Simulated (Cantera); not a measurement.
Input (Python, Cantera):

```python
import numpy as np
import cantera as ct

gas = ct.Solution("gri30.yaml")


def delay(T, t_max=10):
    gas.TPX = T, 2700000, {'CH4': 1, 'O2': 1.82, 'N2': 6.84}
    reactor = ct.IdealGasReactor(gas, clone=False)
    net = ct.ReactorNet([reactor])
    net.rtol, net.atol = 1e-8, 1e-16
    while net.time < t_max:
        t_old, T_old = net.time, reactor.T
        net.step()
        if reactor.T > T + 400:  # ignition: a rise of 400 K
            return t_old + (T + 400 - T_old) / (reactor.T - T_old) * (net.time - t_old)
    return np.nan


taus = []
for T in [1125, 1200, 1275, 1350, 1425, 1500, 1575, 1650, 1725, 1800]:
    taus.append(delay(T))
    print(f"T0 = {T:6g} K   tau = {taus[-1]:.4e} s")
```

It prints:

```
T0 =   1125 K   tau = 4.0489e-03 s
T0 =   1200 K   tau = 1.5387e-03 s
T0 =   1275 K   tau = 6.5014e-04 s
T0 =   1350 K   tau = 2.9599e-04 s
T0 =   1425 K   tau = 1.4256e-04 s
T0 =   1500 K   tau = 7.1859e-05 s
T0 =   1575 K   tau = 3.7654e-05 s
T0 =   1650 K   tau = 2.0448e-05 s
T0 =   1725 K   tau = 1.1508e-05 s
T0 =   1800 K   tau = 6.7239e-06 s
```

Detailed kinetics in Cantera: GRI-Mech 3.0 (53 species, 325 reactions). The pressure lies above the range GRI-Mech 3.0 was tuned for (to about 10 atm).
